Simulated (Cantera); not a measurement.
Input: 1 mol V₂O₅, 2800 mol H₂, 70 mol N₂, held at 1 atm.

Cantera equilibrium calculation (NASA polynomials, part measured and part estimated; ideal gas, pure solids and liquids). Candidate condensed phases: H₂O, V, VN, VO, V₂O₃, V₂O₄, V₂O₅; 28 gas species. Mutual solubility and eutectic melting of coexisting phases are not modelled. VN, VO: taken at fixed stoichiometry. Condensed phases not in the tables: solid solutions among these carbides, nitrides and lower oxides, V₂N. Kinetics and transport are ignored.

x: gas mole fraction; n: condensed amount in mol.

```tsv
T (K)	x H₂	x N₂	x H₂O	x H	x NH₃	x VO	x VO₂	n VN(s)	n VO(s)
1425	0.974	0.0240	0.00174	…	1.19e-5	2.81e-12	1.58e-11	2.00	0
1475	0.974	0.0240	0.00174	…	1.01e-5	1.46e-11	6.02e-11	2.00	0
1525	0.974	0.0240	0.00174	…	8.69e-6	6.77e-11	2.09e-10	2.00	0
1575	0.974	0.0240	0.00174	…	7.54e-6	2.85e-10	6.71e-10	2.00	0
1625	0.974	0.0240	0.00174	…	6.61e-6	1.09e-9	2.00e-9	2.00	0
1675	0.974	0.0240	0.00174	…	5.83e-6	3.86e-9	5.57e-9	2.00	0
1725	0.974	0.0240	0.00174	…	5.19e-6	1.26e-8	1.46e-8	2.00	0
1775	0.974	0.0241	0.00166	…	4.65e-6	3.68e-8	3.27e-8	1.76	0.241
1825	0.974	0.0241	0.00152	…	4.20e-6	9.68e-8	6.50e-8	1.37	0.625
1875	0.974	0.0242	0.00141	…	3.81e-6	2.41e-7	1.24e-7	1.03	0.965
1925	0.974	0.0243	0.00130	…	3.47e-6	5.72e-7	2.27e-7	0.731	1.27
1975	0.973	0.0243	0.00120	…	3.18e-6	1.30e-6	4.03e-7	0.460	1.53
```

Question: What belongs in the gaps?

Answer: 
- 1425, x H: 6.69e-6
- 1475, x H: 1.27e-5
- 1525, x H: 2.32e-5
- 1575, x H: 4.07e-5
- 1625, x H: 6.92e-5
- 1675, x H: 0.000114
- 1725, x H: 0.000182
- 1775, x H: 0.000284
- 1825, x H: 0.000432
- 1875, x H: 0.000643
- 1925, x H: 0.000937
- 1975, x H: 0.00134
